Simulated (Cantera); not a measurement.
## Thermodynamics of calcination and drying, feed Ca(OH)₂ + H₂

Feed: 1 mol Ca(OH)₂, a varied amount of H₂, equilibrated at 1725 °C and 10.0 Pa.

Method: chemical equilibrium by Gibbs-energy minimisation in Cantera with the NASA 1993 tables (ideal gas, pure condensed phases). Candidate condensed phases: Ca, CaO, Ca(OH)₂, H₂O; 14 gas species. Equilibrium is a limit: real reactors are often held back by kinetics, nucleation or transport.

From 0.063 mol H₂ to 3.3 mol H₂ the condensed part is CaO(s). The main Ca-bearing gas is Ca throughout.

```tsv
n(H₂) (mol)	x H₂O	x H₂	x H	x OH	x O₂	x O	n CaO(s)
0.063	0.747	0.119	0.0553	0.0346	0.0319	0.0118	1.000
0.091	0.743	0.129	0.0575	0.0331	0.0269	0.0108	1.000
0.13	0.734	0.143	0.0607	0.0310	0.0212	0.00960	0.999
0.19	0.716	0.167	0.0656	0.0280	0.0148	0.00803	0.999
0.27	0.687	0.200	0.0718	0.0245	0.00950	0.00642	0.999
0.38	0.644	0.245	0.0794	0.0208	0.00559	0.00492	0.999
0.54	0.584	0.303	0.0883	0.0169	0.00301	0.00361	0.999
0.78	0.510	0.374	0.0981	0.0133	0.00150	0.00255	0.998
1.1	0.434	0.445	0.107	0.0104	0.000768	0.00183	0.997
1.6	0.351	0.521	0.116	0.00777	0.000367	0.00126	0.995
2.3	0.278	0.590	0.123	0.00577	0.000179	0.000882	0.991
3.3	0.214	0.648	0.129	0.00425	8.83e-5	0.000619	0.983
```
x: gas mole fraction; n: condensed amount in mol.
